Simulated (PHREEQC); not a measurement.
Dissolve 56 mmol/kgw Na2CO3, 4.8 mmol/kgw K2SO4 and 0.00022 mmol/kgw H4SiO4 at 20 °C. Closed to the air; pH follows from the charge balance.

The numbers come from PHREEQC with the ion-association model, phreeqc.dat.

Each row changes one thing in this solution. No solid was allowed to form.

```tsv
case	pH	ionic strength (mol/kgw)	Na+ (mol/kgw)	CO3-2 (mol/kgw)	NaCO3- (mol/kgw)	HCO3- (mol/kgw)
as made	11.32	0.144	0.0940	0.0367	0.0173	0.00188
H4SiO4 replaced by H2SiF6 at the same molality	11.32	0.144	0.0940	0.0367	0.0173	0.00189
temperature from 20 to 15 °C	…	0.150	0.0967	0.0396	0.0147	0.00169
H4SiO4 left out	11.32	0.144	0.0940	0.0367	0.0173	0.00188
K2SO4 left out	…	0.131	0.0942	0.0363	0.0177	0.00189
temperature from 20 to 10 °C	…	0.155	0.0992	0.0423	0.0122	0.00150
temperature from 20 to 90 °C	…	0.0869	0.0668	0.00675	0.0445	…
H4SiO4 replaced by K2SiO3 at the same molality	11.32	0.144	0.0940	0.0367	0.0173	0.00188
```

**Question.** Some entries are withheld; supply them.

**Answer.** 
- temperature from 20 to 15 °C, pH: 11.45
- K2SO4 left out, pH: 11.33
- temperature from 20 to 10 °C, pH: 11.59
- temperature from 20 to 90 °C, pH: 9.96
- temperature from 20 to 90 °C, HCO3- (mol/kgw): 0.00470

Species that the database lacks are ignored. Constants without temperature data keep their 25 °C values here. SiF6-2 is the database's only silicon fluoride.
